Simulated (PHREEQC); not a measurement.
Solution (25 °C): 0.018 mol NaHSO4 and 0.0033 mol NaH2PO4 per kg of water. Closed to the air; pH follows from the charge balance.

Computed with PHREEQC (ion-association model, phreeqc.dat).

Each row changes one thing in this solution. No solid was allowed to form.

```csv
case,pH,ionic strength (mol/kgw),H3PO4 (mol/kgw),H2PO4- (mol/kgw),HPO4-2 (mol/kgw),NaHPO4- (mol/kgw)
as made,2.05,0.0427,0.00172,0.00158,1.89e-8,3.68e-10
NaHSO4 left out,4.89,0.00333,5.78e-6,0.00328,1.92e-5,9.64e-8
temperature from 25 to 40 °C,2.09,0.0407,0.00178,0.00152,2.20e-8,4.26e-10
diluted 10-fold with water,2.84,0.00529,5.47e-5,0.000275,1.47e-8,4.48e-11
NaH2PO4 replaced by Na2HPO4 at the same molality,2.15,0.0445,0.00153,0.00177,2.71e-8,6.01e-10
```

Constants without temperature data keep their 25 °C values here.
